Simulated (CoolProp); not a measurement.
Saturation properties of c-C4F8 (RC318) (Tc = 388.4 K, pc = 2778 kPa, ω = 0.355).

Model: reference Helmholtz-energy equation of state, Platzer 1990, in CoolProp. This equation is an older, rougher fit; its heat capacities, sound speeds and derivatives of the liquid may be far off and weren't checked against measurements.

```
T (K)  p (kPa)  enthalpy of vaporisation (kJ/kg)  liquid viscosity (µPa s)  liquid conductivity (mW/(m K))
-----  -------  --------------------------------  ------------------------  ------------------------------
284.1    194.3                             110.2                       447                            68.7
289.5    234.8                             108.0                       412                            67.4
294.9    281.3                             105.7                       380                            66.0
300.3    334.6                             103.3                       351                            64.7
305.7    395.1                             100.8                       325                            63.2
311.1    463.6                             98.13                       300                            61.8
316.5    540.6                             95.39                       277                            60.3
321.9    626.8                             92.51                       256                            58.8
327.4    724.8                             89.42                       237                            57.2
332.8    831.7                             86.21                       218                            55.6
338.2    950.0                             82.79                       201                            54.0
343.6     1080                             79.14                       185                            52.4
349       1224                             75.20                       170                            50.8
```

It boils at 267.2 K under 1 atm.

Viscosity comes from a separate model (Huber 2003), an estimate that may be off by 10 % or more. Thermal conductivity comes from a separate model (Huber 2003), an estimate that may be off by 10 % or more.
